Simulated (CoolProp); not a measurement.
Vapour-liquid equilibrium of R22 (1) + C3F8 (R218) (2) at 1.36 MPa; x and y are mole fractions of (1).

Computed with CoolProp (multi-fluid Helmholtz-energy mixture model, Kamei 1995 and Lemmon 2006; pair parameters Bell 2016).

Q: Give the bubble temperature and the first vapour's composition at x = 0.2, 0.65, 0.8. Is there an azeotrope?

A: x = 0.2: 307.1 K, y = 0.294; x = 0.65: 301.4 K, y = 0.639; x = 0.8: 302.4 K, y = 0.743. y crosses x between x = 0.5 and 0.65: the model has an azeotrope there.

The pair parameters rest on a limited set of measurements; away from them the model extrapolates.
